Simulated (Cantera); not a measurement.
Input: 1 mol C₂H₂, 2.7 mol CO₂, 1.5 mol H₂, held at 0.133 bar.

Equilibrium computed with Cantera from the NASA thermochemical tables; the gas is ideal and each condensed phase is pure. Candidate condensed phases: C, C₆H₆, C₇H₈, C₈H₁₈, H₂O; 110 gas species. Rates play no part. All values below are at 2127 °C.

Base state: CO 0.618, H₂ 0.263, H₂O 0.0680, CO₂ 0.0270, H 0.0224, OH 0.00106, O 6.03e-5 (mole fractions); condensed: gas only.

Q: What changes in the equilibrium state with this change: pressure from 0.133 bar to 95.0 bar?

A: 
| species | before | after |
|---|---|---|
| CO | 0.618 | 0.626 |
| H₂ | 0.263 | 0.276 |
| H₂O | 0.0680 | 0.0702 |
| H | 0.0224 | 0.000858 |
| CO₂ | 0.0270 | 0.0269 |
| O | 6.03e-5 | 8.33e-8 |
| OH | 0.00106 | 4.01e-5 |
The ideal-gas law is rough above about 30 bar.
